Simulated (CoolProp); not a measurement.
Vapour-liquid equilibrium of acetone (1) + ethanol (2) at -39.95 °C; x and y are mole fractions of (1).

Computed with CoolProp (multi-fluid Helmholtz-energy mixture model, Lemmon 2006 and Schroeder 2014; pair parameters Bell 2016).

| x | bubble pressure, mixture model (bar) | bubble pressure, Raoult's law (bar) | y, mixture model | y, Raoult's law |
|---|---|---|---|---|
| 0.05 | 0.001482 | 0.0008934 | 0.641 | 0.405 |
| 0.15 | 0.002852 | 0.001562 | 0.829 | 0.696 |
| 0.25 | 0.003774 | 0.002231 | 0.881 | 0.812 |
| 0.35 | 0.004417 | 0.002899 | 0.906 | 0.875 |
| 0.45 | [?] | 0.003568 | 0.922 | 0.914 |
| 0.55 | 0.005296 | 0.004236 | 0.934 | 0.941 |
| 0.65 | [?] | 0.004905 | 0.945 | 0.960 |
| 0.75 | [?] | 0.005573 | 0.958 | 0.975 |
| 0.85 | 0.006484 | 0.006242 | [?] | 0.987 |
| 0.95 | 0.006973 | 0.006911 | [?] | 0.996 |

What belongs in the gaps?


- 0.45, bubble pressure, mixture model (bar): 0.004897
- 0.65, bubble pressure, mixture model (bar): 0.005670
- 0.75, bubble pressure, mixture model (bar): 0.006056
- 0.85, y, mixture model: 0.972
- 0.95, y, mixture model: 0.989

The largest gap from Raoult's law is +82.6 % in bubble pressure, at x = 0.15. No azeotrope shows between x = 0.05 and 0.95.

Pair parameters are fitted to limited data, so mixtures are less certain than the pure fluids. With so large a gap from Raoult's law the liquid may split in two, which this calculation doesn't test in full.
